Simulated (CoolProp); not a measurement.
Vapour-liquid equilibrium of benzene (1) + n-decane (2) at 44.65 °C; x and y are mole fractions of (1).

Values from CoolProp's multi-fluid Helmholtz-energy mixture model, Thol 2012 and Lemmon 2006; pair parameters Bell 2016.

Problem. Give the bubble pressure and the first vapour's composition at x = 0.15, 0.55, 0.95. Is there an azeotrope?

Solution. x = 0.15: 5.878 kPa, y = 0.906; x = 0.55: 17.96 kPa, y = 0.982; x = 0.95: 28.00 kPa, y = 0.998. No azeotrope shows between x = 0.05 and 0.95.

Pair parameters are fitted to limited data, so mixtures are less certain than the pure fluids.
